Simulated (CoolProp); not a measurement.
C2F6 (R116) along the isotherm -92.75 °C: density (kg/m³) from the reference equation and from simpler models built on Tc = 19.9 °C, pc = 3048 kPa, ω = 0.257; each cubic takes its own stable root.

The numbers come from the reference Helmholtz-energy equation of state, Lemmon 2006 in CoolProp. It is a short technical equation, of lower accuracy than the large ones.

```
p (kPa)   phase  reference  van der Waals  Redlich-Kwong
-------  ------  ---------  -------------  -------------
327      liquid       1669           1053           1548
653      liquid       1670           1056           1551
980      liquid       1671           1059           1553
1310     liquid       1673           1062           1555
1630     liquid       1674           1065           1557
1960     liquid       1675           1068           1559
2290     liquid       1676           1070           1562
2610     liquid       1677           1073           1564
2940     liquid       1679           1076           1566
3270     liquid       1680           1078           1568
3590     liquid       1681           1081           1570
3920     liquid       1682           1083           1572
4240     liquid       1683           1085           1574
4570     liquid       1685           1087           1575
```
